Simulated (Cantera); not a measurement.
# Premixed flame

A freely propagating, adiabatic, planar premixed flame of 45.6 % H2, 9.12 % O2, 34.3 % N2, 10.9 % H2O, unburnt at 523 K and 120000 Pa; multicomponent+Soret transport, grid criteria slope 0.08 and curve 0.16, no radiation.

Detailed kinetics in Cantera: the H2/O2 subset of GRI-Mech 3.0, which has no nitrogen chemistry. Burning velocities carry a grid error of a few per cent, more on coarse grids.

```json
[
 {"z (mm)": "-0.940", "T (K)": "523", "u (m/s)": "4.97", "x H2": "0.456", "x O2": "0.0912", "x H2O": "0.109", "x HO2": "<1e-8", "x H2O2": "<1e-8", "x O": "<1e-8"},
 {"z (mm)": "-0.626", "T (K)": "523", "u (m/s)": "4.97", "x H2": "0.456", "x O2": "0.0912", "x H2O": "0.109", "x HO2": "<1e-8", "x H2O2": "<1e-8", "x O": "<1e-8"},
 {"z (mm)": "-0.470", "T (K)": "523", "u (m/s)": "4.97", "x H2": "0.456", "x O2": "0.0913", "x H2O": "0.110", "x HO2": "1.99e-8", "x H2O2": "<1e-8", "x O": "<1e-8"},
 {"z (mm)": "-0.313", "T (K)": "524", "u (m/s)": "4.97", "x H2": "0.455", "x O2": "0.0915", "x H2O": "0.110", "x HO2": "1.41e-6", "x H2O2": "3.00e-8", "x O": "1.72e-8"},
 {"z (mm)": "-0.157", "T (K)": "566", "u (m/s)": "5.21", "x H2": "0.435", "x O2": "0.0938", "x H2O": "0.115", "x HO2": "0.000337", "x H2O2": "1.35e-5", "x O": "8.04e-6"},
 {"z (mm)": "-0.0783", "T (K)": "792", "u (m/s)": "7.10", "x H2": "0.405", "x O2": "0.0869", "x H2O": "0.138", "x HO2": "0.000310", "x H2O2": "2.79e-5", "x O": "0.000137"},
 {"z (mm)": "0", "T (K)": "1121", "u (m/s)": "9.94", "x H2": "0.358", "x O2": "0.0625", "x H2O": "0.191", "x HO2": "0.000124", "x H2O2": "5.49e-6", "x O": "0.000834"},
 {"z (mm)": "0.0783", "T (K)": "1358", "u (m/s)": "12.0", "x H2": "0.305", "x O2": "0.0289", "x H2O": "0.257", "x HO2": "4.66e-5", "x H2O2": "1.11e-6", "x O": "0.00131"},
 {"z (mm)": "0.157", "T (K)": "1479", "u (m/s)": "13.1", "x H2": "0.277", "x O2": "0.00942", "x H2O": "0.294", "x HO2": "1.41e-5", "x H2O2": "6.39e-7", "x O": "0.000811"},
 {"z (mm)": "0.313", "T (K)": "1579", "u (m/s)": "13.9", "x H2": "0.270", "x O2": "0.000941", "x H2O": "0.312", "x HO2": "1.33e-6", "x H2O2": "3.79e-7", "x O": "0.000309"},
 {"z (mm)": "0.626", "T (K)": "1662", "u (m/s)": "14.6", "x H2": "0.277", "x O2": "0.000113", "x H2O": "0.315", "x HO2": "1.79e-7", "x H2O2": "2.33e-7", "x O": "0.000180"},
 {"z (mm)": "1.25", "T (K)": "1737", "u (m/s)": "15.1", "x H2": "0.284", "x O2": "4.88e-5", "x H2O": "0.317", "x HO2": "8.66e-8", "x H2O2": "1.22e-7", "x O": "9.59e-5"},
 {"z (mm)": "2.51", "T (K)": "1794", "u (m/s)": "15.6", "x H2": "0.289", "x O2": "2.12e-5", "x H2O": "0.319", "x HO2": "4.15e-8", "x H2O2": "5.60e-8", "x O": "4.21e-5"}
]
```
x: mole fraction of selected species; z is measured from the peak of heat release.

```
Quantity                    Result
------------------------  --------
laminar burning velocity  497 cm/s
thermal thickness         0.313 mm
peak x(HO2)               0.000454
peak x(H2O2)               3.02e-5
peak x(O)                  0.00133
grid points                    114
```
